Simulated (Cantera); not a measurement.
Input: 1 mol Si2H6, 3.6 mol N2O, 0.21 mol H2, held at 4.30 mbar.

Equilibrium computed with Cantera from the NASA thermochemical tables; the gas is ideal and each condensed phase is pure. Candidate condensed phases: H2O, Si, SiO2, Si2N2O, Si3N4; 35 gas species. The feed counts by its element totals alone. Mutual solubility and eutectic melting of coexisting phases are not modelled. The tables hold silica as quartz up to 1696 K and as liquid above; real silica turns to tridymite and cristobalite and melts near 1996 K. Equilibrium is a limit: real reactors are often held back by kinetics, nucleation or transport.

Which condensed phases are stable at each of these points (T (K)): 1325, 1375, 1425, 1475, 1525, 1575, 1625, 1675, 1725, 1775, 1825, 1875, 1925?


```
T (K)            condensed phases  Si condensed (%)
-----  --------------------------  ----------------
1325   SiO2(β-quartz) + Si2N2O(s)             100.0
1375   SiO2(β-quartz) + Si2N2O(s)             100.0
1425   SiO2(β-quartz) + Si2N2O(s)              99.8
1475   SiO2(β-quartz) + Si2N2O(s)              99.3
1525   SiO2(β-quartz) + Si2N2O(s)              97.4
1575   SiO2(β-quartz) + Si2N2O(s)              90.7
1625               SiO2(β-quartz)              80.0
1675               SiO2(β-quartz)              79.9
1725              SiO2(condensed)              79.7
1775              SiO2(condensed)              79.1
1825              SiO2(condensed)              77.9
1875              SiO2(condensed)              75.2
1925              SiO2(condensed)              70.6
```

From 1325 K to 1575 K the condensed part is SiO2(β-quartz) + Si2N2O(s). From 1625 K to 1675 K the condensed part is SiO2(β-quartz). From 1725 K to 1925 K the condensed part is SiO2(condensed).
